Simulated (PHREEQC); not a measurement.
**Ultrapure water in contact with air or piping: an equilibrium model**

A made-up water analysis in mg/L, 25 °C, pH 5.76, pe 10.8: Na 0.0585; K 6.5e-05; Ca 0.0303; Mg 0.0106; Cl 0.0221; S(6) as SO4 0.115; Alkalinity as HCO3 0.114; N(5) as NO3 0.00521; O(0) (dissolved oxygen) 0.00098; Cd 0.0092; Cu(2) 0.0049; B 0.000121.

Na is adjusted to close the charge balance.
Valence states are taken as typed.

Equilibrium calculation in PHREEQC: ion-association model, phreeqc.dat.

Each row changes one thing in this solution. This is a speciation only: nothing precipitates in the calculation.

```csv
case,ionic strength (mol/kgw),CO2 (mol/kgw),HCO3- (mol/kgw),Cu(OH)2 (mol/kgw),CuOH+ (mol/kgw),HSO4- (mol/kgw),SI of Otavite (CdCO3),SI of Gypsum (CaSO4:2H2O)
as made,9.26e-6,1.40e-5,3.60e-6,5.18e-10,4.33e-10,2.00e-10,-5.01,-7.48
O(0) from 0.00098 to 0.00196 mg/L,9.26e-6,1.40e-5,3.60e-6,5.18e-10,4.33e-10,2.00e-10,-5.01,-7.48
pH from 5.76 to 5.5 at the same alkalinity,1.07e-5,3.57e-5,5.04e-6,1.57e-10,2.39e-10,3.64e-10,-5.12,-7.48
temperature from 25 to 90 °C at the same typed pH,9.26e-6,1.40e-5,3.38e-6,5.17e-10,4.32e-10,1.09e-9,-4.84,-7.26
```

Species that the database lacks are ignored. Constants without temperature data keep their 25 °C values here.
